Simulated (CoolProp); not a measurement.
Model: reference Helmholtz-energy equation of state, McLinden 2015, in CoolProp.

### Question
Give the vapour pressure (MPa), liquid density (kg/m³), vapour density (kg/m³), enthalpy of vaporisation (kJ/kg) of saturated the fluoroketone C6F12O (FK-5-1-12) at 350 K.

### Answer
```
T (K)  p (MPa)  liquid density (kg/m³)  vapour density (kg/m³)  enthalpy of vaporisation (kJ/kg)
-----  -------  ----------------------  ----------------------  --------------------------------
350      0.243                    1430                    29.9                              79.1
```
